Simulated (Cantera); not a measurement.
An isothermal, constant-pressure homogeneous reactor starts with CH4 : CO2 : H2 = 1 : 0.44 : 0.24 (molar parts), at 1875 K and 0.168 atm.

Model: GRI-Mech 3.0 (53 species, 325 reactions), integrated in Cantera. GRI-Mech 3.0 stops at C3 and has no aromatics, soot or wall deposition, so with more carbon than oxygen in the feed, carbon stays in small species such as C2H2 where larger ones or solid carbon would form.

### Question
Predict: x(CH4) at 2.00 s; x(CO2) at 2.00 s; x(H2) at 2.00 s; x(OH) at 2.00 s.

### Answer
```
Item                                                 Result
----------------  -----------------------------------------
x(CH4) at 2.00 s  0.000950 (gas-phase equilibrium 0.000851)
x(CO2) at 2.00 s    6.01e-6 (gas-phase equilibrium 3.06e-8)
x(H2) at 2.00 s         0.626 (gas-phase equilibrium 0.626)
x(OH) at 2.00 s    8.50e-9 (gas-phase equilibrium 4.40e-11)
```
